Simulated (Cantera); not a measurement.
An adiabatic, constant-volume homogeneous reactor starts with 2.10 % C3H8, 20.5 % O2, 77.4 % N2, equivalence ratio 0.51, at 1175 K and 9.87 atm.

Cantera simulation using GRI-Mech 3.0 (53 species, 325 reactions); the numbers are that mechanism's predictions, not measurements. GRI-Mech 3.0 was tuned for natural gas; its chemistry of propane as a main component is partial and can be far from experiment.

### Question
Predict: time of steepest temperature rise; temperature at 6.00 s; equilibrium temperature; x(O2) at 6.00 s; x(OH) at 6.00 s.

### Answer
```
Quantity                                                             Value
---------------------------------  ---------------------------------------
time of steepest temperature rise                                  2.26 ms
temperature at 6.00 s                                               2490 K
equilibrium temperature                                             2490 K
x(O2) at 6.00 s                      0.0903 (gas-phase equilibrium 0.0903)
x(OH) at 6.00 s                    0.00469 (gas-phase equilibrium 0.00469)
```
